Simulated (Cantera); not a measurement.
Charge: 1 mol BN, 2.3 mol H₂O, 2 mol H₂, held at 725 °C and 1330 Pa.

These are equilibrium values from Cantera (NASA tables, ideal gas, pure condensed phases), not measurements of a reactor. Candidate condensed phases: B, BN, B₂O₃, B₃O₃H₃, H₂O; 39 gas species. Gases not in the tables: H₃BO₃. Rates play no part.

Base state: H₂ 0.729, H₂O 0.166, N₂ 0.104, (HBO₂)₃ 0.000220, HBO₂ 8.88e-5 (mole fractions); condensed: B₂O₃(l).

**Question.** What changes in the equilibrium state with this change: 0.13 mol Cl₂ added?

**Answer.** 
```csv
species,before,after
H₂,0.729,0.684
H₂O,0.166,0.162
N₂,0.104,0.101
HCl,0,0.0527
(HBO₂)₃,0.000220,0.000212
HBO₂,8.88e-5,8.76e-5
"B₂O₃(l), mol",0.498,0.498
```
Further candidate phases: NH₄Cl.
